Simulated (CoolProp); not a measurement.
The fluid at 250.22 K and 6.34 MPa flows at 5.3 m/s in a round tube of 25 mm bore and 15 µm roughness, fully developed (64/Re and Nu = 3.66 if laminar; Colebrook and Gnielinski if turbulent). The same conditions are run with several fluids, on thermodynamics alone (safety and materials aside).

The numbers come from the reference Helmholtz-energy equation of state of each fluid (methanol: de Reuck 1993; propylene: Lemmon 2013; m-xylene: Zhou 2012; n-nonane: Lemmon 2006; R13: Platzer 1990) in CoolProp. The equations of Platzer and Polt are older, rougher fits.

| fluid | Reynolds number | Darcy friction factor | pressure drop (Pa/m) | heat-transfer coefficient (W/(m² K)) | mass flow (kg/h) |
|---|---|---|---|---|---|
| methanol | 86600 | 0.0211 | 9910 | 6470 | 7830 |
| propylene | 486000 | ? | 6030 | 10400 | 5500 |
| m-xylene | ? | 0.0208 | 10600 | 4820 | 8470 |
| n-nonane | 62300 | 0.0221 | 9380 | 3900 | 7080 |
| R13 | 1120000 | 0.0178 | ? | 10500 | 12200 |

Problem. Some entries are withheld; supply them.

Solution. 
- propylene, Darcy friction factor: 0.0183
- m-xylene, Reynolds number: 98000
- R13, pressure drop (Pa/m): 13100

Transport values come from each fluid's own correlations; those of propylene, R13 are estimates that may be off by 10 % or more.
